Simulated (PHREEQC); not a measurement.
1 kg of water holding 0.037 mol MgCl2 meets 20 L of dry gas (CO2 1 by moles) at fixed total pressure, at 1 atm; fugacities by Peng-Robinson. The gases take part in no redox reaction, some water evaporates into the gas, and hydrates or a liquid gas phase aren't modelled. No solid was allowed to form.

The numbers come from PHREEQC with the ion-association model, phreeqc.dat.

| T (°C) | dissolved CO2 (all carbonate carbon) (mol/kgw) | φ of CO2 | pH |
|---|---|---|---|
| 10 | 0.0517 | 0.994 | 3.83 |
| 20 | 0.0373 | 0.994 | 3.86 |
| 30 | 0.0279 | 0.995 | 3.89 |
| 40 | 0.0215 | 0.995 | 3.93 |
| 50 | 0.0167 | 0.996 | 3.98 |
| 60 | 0.0130 | 0.996 | 4.03 |
| 70 | 0.00970 | 0.997 | 4.10 |
| 80 | 0.00663 | 0.998 | 4.19 |

At this temperature some constants are extrapolated from 25 °C, and those without enthalpy data are left unchanged.
